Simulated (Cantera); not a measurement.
Cantera run, input and output.

```python
import numpy as np
import cantera as ct

gas = ct.Solution("gri30.yaml")
gas.TPX = 625, 500000, {'CO': 1, 'H2': 0.16, 'O2': 1.09, 'N2': 4.11, 'CO2': 0.56}
inlet = ct.Reservoir(gas, clone=True)
gas.equilibrate("HP")  # start burning
reactor = ct.IdealGasConstPressureReactor(gas, energy="on", clone=False)
exhaust = ct.Reservoir(gas, clone=True)
tau = [0.031, 0.014, 0.006, 0.0027, 0.0012, 0.00052, 0.00023, 0.0001, 4.4e-05, 1.9e-05][0]
for a, b in ((inlet, reactor), (reactor, exhaust)):
    ct.MassFlowController(a, b, mdot=lambda t: reactor.mass / tau)
net = ct.ReactorNet([reactor])
show = ['CO', 'H2', 'O2', 'HO2', 'H2O2', 'CO2', 'O']

rows = []
print(f"{'tau/s':>10s}{'T/K':>9s}" + "".join(f"{s:>11s}" for s in show))
for tau in [0.031, 0.014, 0.006, 0.0027, 0.0012, 0.00052, 0.00023, 0.0001, 4.4e-05, 1.9e-05]:
    net.initial_time = 0.0
    net.advance(30 * tau)
    before = gas.X
    net.advance(40 * tau)
    drift = np.max(np.abs(gas.X - before) / (gas.X + 1e-9))
    rows.append([gas.T, *gas[show].X, drift])
    print(f"{tau:10.3e}{gas.T:9.1f}" + "".join(f"{x:11.3e}" for x in gas[show].X))
```

Output:

```
     tau/s      T/K         CO         H2         O2        HO2       H2O2        CO2          O
 3.100e-02   1897.0  1.566e-03  3.092e-05  8.084e-02  2.006e-06  6.147e-08  2.442e-01  1.849e-04
 1.400e-02   1889.0  2.565e-03  4.975e-05  8.121e-02  3.142e-06  8.697e-08  2.431e-01  2.959e-04
 6.000e-03   1874.8  4.339e-03  8.280e-05  8.189e-02  5.265e-06  1.273e-07  2.410e-01  4.925e-04
 2.700e-03   1853.4  7.063e-03  1.326e-04  8.295e-02  8.695e-06  1.838e-07  2.379e-01  7.904e-04
 1.200e-03   1819.2  1.144e-02  2.106e-04  8.470e-02  1.454e-05  2.711e-07  2.329e-01  1.249e-03
 5.200e-04   1763.8  1.860e-02  3.328e-04  8.768e-02  2.476e-05  4.224e-07  2.247e-01  1.911e-03
 2.300e-04   1674.6  3.047e-02  5.234e-04  9.288e-02  4.238e-05  7.267e-07  2.113e-01  2.620e-03
 1.000e-04    625.0  1.445e-01  2.312e-02  1.575e-01  7.199e-15 -8.388e-18  8.092e-02  1.786e-15
 4.400e-05    625.0  1.445e-01  2.312e-02  1.575e-01  2.717e-15 -1.823e-19  8.092e-02  1.476e-15
 1.900e-05    625.0  1.445e-01  2.312e-02  1.575e-01  8.010e-16  1.003e-21  8.092e-02  1.038e-15
```

Model: GRI-Mech 3.0 (53 species, 325 reactions), integrated in Cantera. The hydrogen kinetics of GRI-Mech 3.0 are dated; newer H2 mechanisms differ, most at raised pressure.
